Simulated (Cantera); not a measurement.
**Thermodynamics of fluorocarbon and chlorocarbon gases, feed CH3F + CH4**

Feed: 1 mol CH3F, 0.028 mol CH4, equilibrated at 1025 °C and 13.3 mbar.

Cantera equilibrium calculation (NASA polynomials, part measured and part estimated; ideal gas, pure solids and liquids). Candidate condensed phases: C, C6H6, C7H8, C8H18; 95 gas species. Kinetics and transport are ignored.

```yaml
x(H2): 0.514
x(HF): 0.486
x(CH4): 2.80e-5
x(H): 6.67e-6
n(C(graphite)): 1.03 mol
gas_amount: 2.056 mol
```
